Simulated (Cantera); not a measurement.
An isothermal plug-flow reactor at 1075 K and 2.80 bar (inlet), inlet velocity 3.1 m/s, active area per volume 960 1/m; feed CH4 : O2 : N2 = 0.035 : 0.013 : 0.79 (molar parts), equivalence ratio 5.4.

Model: Deutschmann's 1995 Pt surface mechanism with GRI-Mech 3.0 gas chemistry, integrated in Cantera. Catalytic surfaces can have several steady states; this one follows from the mechanism file's or the stated starting coverage. Mass transfer to the wall is taken as infinitely fast.

Question: What does this change do: inlet velocity 3.1 to 8.8 m/s?

Answer: 
| quantity | before | after |
|---|---|---|
| x(CH4) at z = 0.092 m | 0.0289 | 0.0300 |
| x(O2) at z = 0.092 m | 0.00259 | 0.00344 |
| x(H2O) at z = 0.092 m | 0.0131 | 0.0125 |
| x(CO2) at z = 0.092 m | 3.82e-6 | 3.74e-6 |
| x(CO) at z = 0.092 m | 0.0124 | 0.0113 |
| θ(free Pt) at the exit | 0.0326 | 0.0562 |
| θ(H*) at the exit | 0.00181 | 0.00222 |
| θ(C*) at the exit | 0.965 | 0.940 |
